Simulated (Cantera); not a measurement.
Feed: 1 mol H₂O, 0.12 mol H₂, 1.4 mol O₂, 0.099 mol SO₂, equilibrated at 3048 K.

Method: chemical equilibrium by Gibbs-energy minimisation in Cantera with the NASA 1993 tables (ideal gas, pure condensed phases). Candidate condensed phases: H₂O, H₂SO₄, S; 19 gas species. The numbers say what is thermodynamically allowed, not how fast it happens.

At 84.0 Pa, list the 5 most abundant gas species with their mole fractions, and the condensed phases.

O 0.605, H 0.350, O₂ 0.0173, S 0.0128, OH 0.00875. Condensed: gas only.
